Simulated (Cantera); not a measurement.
## Thermodynamics of silicon etching in halogen gases, feed Si + NF3

A closed system holds: 1 mol Si, a varied amount of NF3, at 500 °C and 17.0 mbar.

Equilibrium computed with Cantera from the NASA thermochemical tables; the gas is ideal and each condensed phase is pure. Candidate condensed phases: Si, Si3N4; 16 gas species. The tables' values for SiF3 are old estimates; treat these amounts as uncertain. Rates play no part.

```tsv
n(NF3) (mol)	x SiF4	x F2	x N2	x NF3	x F	x SiF3	x NF2	x SiF2	n Si(s)	n Si3N4(s)
0.6	1.000	<1e-12	<1e-12	<1e-12	<1e-12	2.16e-5	<1e-12	3.13e-9	0.1000	0.150
1.4	0.555	0.0450	0.387	0.00405	0.00883	<1e-12	4.43e-8	<1e-12	0	0
2.2	0.309	0.298	0.309	0.0616	0.0227	<1e-12	2.62e-7	<1e-12	0	0
3	0.215	0.392	0.278	0.0884	0.0261	<1e-12	3.27e-7	<1e-12	0	0
3.8	0.165	0.442	0.262	0.103	0.0277	<1e-12	3.58e-7	<1e-12	0	0
4.6	0.134	0.474	0.252	0.112	0.0286	<1e-12	3.76e-7	<1e-12	0	0
5.3	0.115	0.493	0.246	0.117	0.0292	<1e-12	3.87e-7	<1e-12	0	0
6.1	0.0988	0.509	0.241	0.122	0.0297	<1e-12	3.95e-7	<1e-12	0	0
```
x: gas mole fraction; n: condensed amount in mol.

At 0.6 mol NF3 the condensed part is Si(s) + Si3N4(s). From 1.4 mol NF3 to 6.1 mol NF3 nothing is condensed. The main Si-bearing gas is SiF4 throughout.
